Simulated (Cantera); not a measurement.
Input: 1 mol MgCO₃, 0.066 mol SO₃, 1.4 mol O₂, 0.0017 mol CH₄, held at 6.50 bar.

These are equilibrium values from Cantera (NASA tables, ideal gas, pure condensed phases), not measurements of a reactor. Candidate condensed phases: C, C₆H₆, C₇H₈, C₈H₁₈, H₂O, H₂SO₄, Mg, MgCO₃, MgO, Mg(OH)₂, MgS, MgSO₄, S; 130 gas species. Mutual solubility and eutectic melting of coexisting phases are not modelled. Rates play no part.

log p: log10 of the partial pressure in bar; n: condensed amount in mol.

| T (K) | log p O₂ | log p CO₂ | log p SO₂ | log p SO₃ | log p H₂O | log p OH | log p O | n MgCO₃(s) | n MgSO₄(s) | n MgO(s) |
|---|---|---|---|---|---|---|---|---|---|---|
| 623 | 0.79 | -0.52 | <-11 | <-11 | -1.82 | <-11 | <-11 | 0.934 | 0.0660 | 0 |
| 698 | … | … | <-11 | <-11 | … | … | <-11 | … | 0.0660 | … |
| 773 | 0.58 | 0.43 | <-11 | -9.59 | -2.04 | -9.63 | <-11 | 0 | 0.0660 | 0.934 |
| 848 | 0.58 | 0.43 | -9.37 | -7.91 | -2.04 | -8.66 | <-11 | 0 | 0.0660 | 0.934 |
| 923 | 0.58 | 0.43 | -7.48 | -6.51 | -2.04 | -7.85 | -10.62 | 0 | 0.0660 | 0.934 |
| 998 | 0.58 | 0.43 | -5.88 | -5.32 | -2.04 | -7.16 | -9.54 | 0 | 0.0660 | 0.934 |
| 1073 | 0.58 | 0.43 | -4.51 | -4.31 | -2.04 | -6.57 | -8.62 | 0 | 0.0660 | 0.934 |
| 1148 | 0.58 | 0.43 | -3.33 | -3.44 | -2.04 | -6.05 | -7.81 | 0 | 0.0657 | 0.934 |
| 1223 | 0.58 | 0.43 | -2.30 | -2.68 | -2.04 | -5.60 | -7.11 | 0 | 0.0633 | 0.937 |
| 1298 | 0.58 | 0.43 | -1.39 | -2.01 | -2.04 | -5.20 | -6.48 | 0 | 0.0471 | 0.953 |
| 1373 | 0.57 | 0.42 | -0.82 | … | -2.05 | … | … | 0 | 0 | 1.00 |
| 1448 | 0.57 | 0.42 | -0.80 | -1.83 | -2.05 | -4.53 | -5.42 | 0 | 0 | 1.00 |
| 1523 | 0.57 | 0.42 | -0.79 | -1.99 | -2.05 | -4.24 | -4.97 | 0 | 0 | 1.00 |

Task: Fill in the missing entries.

Result: 
- 698, log p O₂: 0.66
- 698, log p CO₂: 0.29
- 698, log p H₂O: -1.96
- 698, log p OH: -10.75
- 698, n MgCO₃(s): 0.406
- 698, n MgO(s): 0.528
- 1373, log p SO₃: -1.66
- 1373, log p OH: -4.85
- 1373, log p O: -5.93
